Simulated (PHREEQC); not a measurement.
**Brine: an equilibrium model**

Dissolve 1 mol/kgw KOH, 0.77 mol/kgw KCl and 1.6 mol/kgw LiCl at 25 °C and 500 atm. Closed to the air; pH follows from the charge balance.

All values are PHREEQC results (Pitzer model, pitzer.dat), not measurements.

This is a speciation only: nothing precipitates in the calculation.

### Question
What pH does the model give?

### Answer
pH 13.55.

In brines, pH and single-ion activities rest on the MacInnes convention. Under pressure, the constants of complexes without a molar volume in the database are unreliable.
